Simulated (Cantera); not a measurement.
Cantera run, input and output.

```python
import numpy as np
import cantera as ct

gas = ct.Solution("gri30.yaml")
gas.TPX = 1500, 3700, {'CH4': 0.015, 'H2': 1, 'H': 0.014, 'H2O': 0.0038}
inlet = ct.Reservoir(gas, clone=True)

reactor = ct.IdealGasConstPressureReactor(gas, energy="off", clone=False)
exhaust = ct.Reservoir(gas, clone=True)
tau = [5.2, 1, 0.21, 0.043, 0.0087, 0.0018, 0.00036][0]
for a, b in ((inlet, reactor), (reactor, exhaust)):
    ct.MassFlowController(a, b, mdot=lambda t: reactor.mass / tau)
net = ct.ReactorNet([reactor])
show = ['CH4', 'H2', 'H', 'CH3', 'C2H4', 'C2H6', 'CH2']

rows = []
print(f"{'tau/s':>10s}{'T/K':>9s}" + "".join(f"{s:>11s}" for s in show))
for tau in [5.2, 1, 0.21, 0.043, 0.0087, 0.0018, 0.00036]:
    net.initial_time = 0.0
    net.advance(30 * tau)
    before = gas.X
    net.advance(40 * tau)
    drift = np.max(np.abs(gas.X - before) / (gas.X + 1e-9))
    rows.append([gas.T, *gas[show].X, drift])
    print(f"{tau:10.3e}{gas.T:9.1f}" + "".join(f"{x:11.3e}" for x in gas[show].X))
```

Result:

```
     tau/s      T/K        CH4         H2          H        CH3       C2H4       C2H6        CH2
 5.200e+00   1500.0  1.054e-02  9.835e-01  2.088e-04  4.519e-05  2.762e-05  5.109e-07  7.769e-09
 1.000e+00   1500.0  1.125e-02  9.829e-01  4.182e-04  9.656e-05  3.209e-05  1.257e-06  3.240e-08
 2.100e-01   1500.0  1.186e-02  9.821e-01  8.435e-04  2.050e-04  4.079e-05  2.831e-06  1.316e-07
 4.300e-02   1500.0  1.238e-02  9.809e-01  1.711e-03  4.325e-04  5.237e-05  6.030e-06  5.085e-07
 8.700e-03   1500.0  1.255e-02  9.789e-01  3.376e-03  8.579e-04  6.506e-05  1.155e-05  1.670e-06
 1.800e-03   1500.0  1.237e-02  9.761e-01  6.026e-03  1.476e-03  7.250e-05  1.834e-05  4.042e-06
 3.600e-04   1500.0  1.219e-02  9.729e-01  9.028e-03  2.030e-03  5.442e-05  2.133e-05  6.532e-06
```

Model: GRI-Mech 3.0 (53 species, 325 reactions), integrated in Cantera. GRI-Mech 3.0 stops at C3 and has no aromatics, soot or wall deposition, so with more carbon than oxygen in the feed, carbon stays in small species such as C2H2 where larger ones or solid carbon would form. Radical loss at walls, strong at low pressure, is not modelled.
